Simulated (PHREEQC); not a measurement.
H3PO4 is added in steps, without added water, to 1 kg of water holding 0.0015 mol K2CO3, at 25 °C. O2 is buffered at 0.21 atm. CO2 from the air is kept out. Nothing may precipitate in this run.

Base run: PHREEQC, ion-association model, wateq4f.dat. Each further column changes one thing. The table gives HCO3- (mol/kgw).

| H3PO4 added (mol) | base | Davies equation for every ion | database phreeqc.dat | all activity coefficients set to 1 | Debye-Hückel limiting law |
|---|---|---|---|---|---|
| 0 | 0.000444 | 0.000443 | 0.000446 | 0.000469 | 0.000441 |
| 0.00168 | 0.000954 | 0.000954 | 0.000954 | 0.000973 | 0.000953 |
| 0.00312 | 8.01e-6 | 8.04e-6 | 8.01e-6 | 7.44e-6 | 8.08e-6 |
| 0.0048 | 6.50e-7 | 6.54e-7 | 6.50e-7 | 5.95e-7 | 6.58e-7 |
| 0.00648 | 3.66e-7 | 3.68e-7 | 3.66e-7 | 3.33e-7 | 3.71e-7 |
| 0.00792 | 2.74e-7 | 2.76e-7 | 2.74e-7 | 2.49e-7 | 2.79e-7 |
| 0.0096 | 2.17e-7 | 2.19e-7 | 2.17e-7 | 1.96e-7 | 2.21e-7 |

H3PO4, which wateq4f.dat lacks, is added to it with the constant of phreeqc.dat.  phreeqc.dat and wateq4f.dat share most of their constants, so their agreement is no independent check.
